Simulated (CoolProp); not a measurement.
A Linde-Hampson liquefier for normal hydrogen: isothermal reversible compression at 280 K from 1 atm to 40 MPa, throttling to 1 atm, return gas leaving the recuperator 0 K below the feed. Each further row changes one setting.

Values from CoolProp's reference Helmholtz-energy equation of state, Leachman 2009.

```csv
case,compression work (kJ/kg of gas)
as stated,7200
high pressure 80 MPa,8320
warm-end temperature 310 K,7950
warm-end gap 5 K,7200
```
